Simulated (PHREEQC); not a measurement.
# Copper plating or etch bath: speciation

Solution (25 °C): 32 mmol/kgw CuSO4 and 3.7 mmol/kgw HCl. Closed to the air; pH follows from the charge balance.

Equilibrium calculation in PHREEQC: ion-association model, wateq4f.dat.

Precipitation was switched off in this run.

Task: Predict the pH.

Result: pH 2.75.

Task: In which forms is S present?

Result: SO4-2 57 %, CuSO4 38 %, HSO4- 4.9 % of the S.
